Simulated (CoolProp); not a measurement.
The fluid at 298.15 K and 2.23 MPa flows at 2.7 m/s in a round tube of 100 mm bore and 1.5 µm roughness, fully developed (64/Re and Nu = 3.66 if laminar; Colebrook and Gnielinski if turbulent). The same conditions are run with several fluids, on thermodynamics alone (safety and materials aside).

Computed with CoolProp (reference Helmholtz-energy equation of state of each fluid (n-decane: Lemmon 2006; benzene: Thol 2012; R404A: Lemmon 2003; R236EA: Rui 2013; R407C: Lemmon 2003)). Blends and air are pseudo-pure fits.

Problem. Rank n-decane, benzene, R404A, R236EA, R407C by Reynolds number, highest first.

Solution. R404A (2190000), R407C (2000000), R236EA (974000), benzene (385000), n-decane (226000)

| fluid | Darcy friction factor | pressure drop (Pa/m) | heat-transfer coefficient (W/(m² K)) | mass flow (kg/h) |
|---|---|---|---|---|
| n-decane | 0.0154 | 409 | 2190 | 55600 |
| benzene | 0.0140 | 446 | 2850 | 66800 |
| R404A | 0.0108 | 414 | 3930 | 80500 |
| R236EA | 0.0120 | 629 | 3370 | 110000 |
| R407C | 0.0109 | 454 | 4380 | 87400 |

Transport values come from each fluid's own correlations; those of R236EA are estimates that may be off by 10 % or more.
